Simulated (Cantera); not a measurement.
A closed system holds: 1 mol MgO, 2.2 mol CH4, 2.1 mol H2, equilibrated at 470 Pa.

Equilibrium computed with Cantera from the NASA thermochemical tables; the gas is ideal and each condensed phase is pure. Candidate condensed phases: C, C6H6, C7H8, C8H18, H2O, Mg, MgCO3, MgO, Mg(OH)2; 116 gas species. Kinetics and transport are ignored. All values below are at 1223 K.

Base state: H2 0.999, CO 0.000572, Mg 0.000572, CH4 6.25e-5 (mole fractions); condensed: C(graphite) + MgO(s).

**Question.** What changes in the equilibrium state with this change: MgO replaced by Ta2O5?

**Answer.** 
```
species             before     after
----------------  --------  --------
H2                   0.999     0.805
CO                0.000572     0.195
H2O                5.40e-8  0.000342
Mg                0.000572         0
CO2                  <1e-9   5.65e-5
CH4                6.25e-5   1.76e-6
C(graphite), mol      2.20         0
MgO(s), mol          0.996         0
TaC(s), mol              0     0.629
Ta2O5(s), mol            0     0.685
```
Mutual solubility and eutectic melting of coexisting phases are not modelled. TaC: taken at fixed stoichiometry. Condensed phases not in the tables: Ta2C. Further candidate phases: Ta, TaC, Ta2O5.
